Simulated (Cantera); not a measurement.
A closed system holds: 1 mol Si₃N₄, 0.2 mol H₂O, 900 mol N₂, 1.3 mol CO₂, at 1727 °C.

Equilibrium computed with Cantera from the NASA thermochemical tables; the gas is ideal and each condensed phase is pure. Candidate condensed phases: C, C₆H₆, C₇H₈, C₈H₁₈, H₂O, Si, SiC, SiO₂, Si₂N₂O, Si₃N₄; 151 gas species. Mutual solubility and eutectic melting of coexisting phases are not modelled. Kinetics and transport are ignored.

### Question
What share of the Si ends up in condensed phases as a function of P (Pa), at 0.100, 1.50, 22, 320, 4600, 68000, 1000000?

### Answer
```json
[
 {"P (Pa)": "0.100", "Si condensed (%)": "0.0", "as": "-"},
 {"P (Pa)": "1.50", "Si condensed (%)": "0.0", "as": "-"},
 {"P (Pa)": "22", "Si condensed (%)": "0.0", "as": "-"},
 {"P (Pa)": "320", "Si condensed (%)": "0.0", "as": "-"},
 {"P (Pa)": "4600", "Si condensed (%)": "10.4", "as": "SiC(s)"},
 {"P (Pa)": "68000", "Si condensed (%)": "48.5", "as": "Si₃N₄(s)"},
 {"P (Pa)": "1000000", "Si condensed (%)": "95.7", "as": "Si₂N₂O(s) + Si₃N₄(s)"}
]
```
